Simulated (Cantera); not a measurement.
An isothermal, constant-pressure homogeneous reactor starts with C2H6 : N2 = 1 : 3 (molar parts), at 1875 K and 0.0132 atm. Integrator tolerance rtol = 1e-08.

Detailed kinetics in Cantera: GRI-Mech 3.0 (53 species, 325 reactions). GRI-Mech 3.0 stops at C3 and has no aromatics, soot or wall deposition, so with more carbon than oxygen in the feed, carbon stays in small species such as C2H2 where larger ones or solid carbon would form. Radical loss at walls, strong at low pressure, is not modelled.

### Question
What does this change do: N2 3 to 0.7 parts?

### Answer
```
quantity                                              before                                      after
-----------------  -----------------------------------------  -----------------------------------------
x(C2H6) at 20.0 s  3.22e-11 (gas-phase equilibrium 2.43e-11)  1.67e-10 (gas-phase equilibrium 1.38e-10)
x(H2) at 20.0 s          0.331 (gas-phase equilibrium 0.331)        0.537 (gas-phase equilibrium 0.537)
x(CH4) at 20.0 s     2.98e-5 (gas-phase equilibrium 2.71e-5)    9.01e-5 (gas-phase equilibrium 8.23e-5)
x(CH2) at 20.0 s     7.02e-8 (gas-phase equilibrium 6.39e-8)    1.31e-7 (gas-phase equilibrium 1.19e-7)
x(HCN) at 20.0 s      0.000121 (gas-phase equilibrium 0.133)      4.84e-5 (gas-phase equilibrium 0.109)
x(C2H) at 20.0 s     1.96e-5 (gas-phase equilibrium 1.17e-5)    2.49e-5 (gas-phase equilibrium 1.99e-5)
x(C2H2) at 20.0 s       0.166 (gas-phase equilibrium 0.0996)        0.270 (gas-phase equilibrium 0.215)
```

### Question
What does this change do: N2 3 to 6.2 parts?

### Answer
```csv
quantity,before,after
x(C2H6) at 20.0 s,3.22e-11 (gas-phase equilibrium 2.43e-11),6.13e-12 (gas-phase equilibrium 5.32e-12)
x(H2) at 20.0 s,0.331 (gas-phase equilibrium 0.331),0.216 (gas-phase equilibrium 0.216)
x(CH4) at 20.0 s,2.98e-5 (gas-phase equilibrium 2.71e-5),9.27e-6 (gas-phase equilibrium 1.02e-5)
x(CH2) at 20.0 s,7.02e-8 (gas-phase equilibrium 6.39e-8),3.35e-8 (gas-phase equilibrium 3.70e-8)
x(HCN) at 20.0 s,0.000121 (gas-phase equilibrium 0.133),0.000151 (gas-phase equilibrium 0.114)
x(C2H) at 20.0 s,1.96e-5 (gas-phase equilibrium 1.17e-5),1.58e-5 (gas-phase equilibrium 7.50e-6)
x(C2H2) at 20.0 s,0.166 (gas-phase equilibrium 0.0996),0.108 (gas-phase equilibrium 0.0513)
```
